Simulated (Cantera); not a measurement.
A closed system holds: 1 mol NaI, 0.43 mol H₂, 0.32 mol N₂, equilibrated at 950 °C and 0.00760 bar.

Cantera equilibrium calculation (NASA polynomials, part measured and part estimated; ideal gas, pure solids and liquids). Candidate condensed phases: I₂, Na, NaI; 16 gas species. Gases not in the tables: NaBr and NaI dimers. Kinetics and transport are ignored.

Base state: NaI 0.570, H₂ 0.245, N₂ 0.183, Na 0.000756, I 0.000454, HI 0.000302 (mole fractions); condensed: gas only.

**Question.** What changes in the equilibrium state with this change: temperature from 950 °C to 750 °C?

**Answer.** 
```json
[
 {"species": "H₂", "before": "0.245", "after": "0.474"},
 {"species": "N₂", "before": "0.183", "after": "0.353"},
 {"species": "NaI", "before": "0.570", "after": "0.173"},
 {"species": "I", "before": "0.000454", "after": "7.17e-6"},
 {"species": "Na", "before": "0.000756", "after": "4.04e-5"},
 {"species": "HI", "before": "0.000302", "after": "3.32e-5"},
 {"species": "NaI(l), mol", "before": "0", "after": "0.843"}
]
```
